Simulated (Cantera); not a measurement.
Cantera run:

```python
import numpy as np
import cantera as ct

gas_names = """
    H H2 Si SiH SiH2 SiH3 SiH4 Si2 Si3
""".split()
cond_names = """
    Si(cr) Si(L)
""".split()


# ... load() reads the species with a 1 bar reference pressure and builds the phases ...
atoms = {
    'Si': {'Si': 1},
    'H2': {'H': 2},
}
top_T = {}  # K; cautious upper limits of use, not melting points


# ... equilibrate(T, P, feed) seeds the gas with the atoms and calls Mixture.equilibrate('TP', solver="vcs", rtol=1e-11, max_steps=5000) ...
results = []
feed = {'Si': 1, 'H2': 5.5}  # mol
T = 1623.15  # K
P = 101325  # Pa
mix = equilibrate(T, P, feed)
results.append((T, P, feed, dict(zip(mix.species_names, mix.species_moles))))
x = sorted(zip(gas.X, gas.species_names), reverse=True)
print(f"T = {T:g} K  P = {P:g} Pa  gas = {mix.phase_moles(0):.4g} mol")
print("   x: " + "  ".join(f"{s} {v:.3e}" for v, s in x if v > 1e-06))
print("   condensed (mol): " + ("  ".join(f"{mix.phase(i).name} {mix.phase_moles(i):.4g}"
      for i in range(1, mix.n_phases) if mix.phase_moles(i) > 1e-12) or "none"))
```

Output:

```
T = 1623.15 K  P = 101325 Pa  gas = 5.5 mol
   x: H2 9.999e-01  H 6.877e-05  SiH2 6.478e-06  SiH4 1.197e-06
   condensed (mol): Si(cr) 1
```

These are equilibrium values from Cantera (NASA tables, ideal gas, pure condensed phases), not measurements of a reactor.
